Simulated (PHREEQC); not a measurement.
Make-up at 20 °C: 0.0081 mol HF, 0.0073 mol (CH3)4NF, 4e-06 mol H4SiO4 and 0.039 mol HCl per kg of water. Closed to the air; pH follows from the charge balance.

All values are PHREEQC results (ion-association model, wateq4f.dat), not measurements.

Precipitation was switched off in this run.

Task: Order these F species by the share of F that they hold, largest first: SiF6-2, F-, HF, HF2-, H2F2.

Result: HF (89 %), H2F2 (7.7 %), F- (2.8 %), HF2- (0.29 %), SiF6-2 (0.16 %)

The pH is 1.56 and the ionic strength 0.0395 mol/kgw. Species that the database lacks are ignored. (CH3)4N+ isn't in the database: it is added as a free cation with an ion size of 4 Å. wateq4f.dat counts part of the HF as a dimer, H2F2, which phreeqc.dat doesn't know; its constant is uncertain. SiF6-2 is the database's only silicon fluoride.
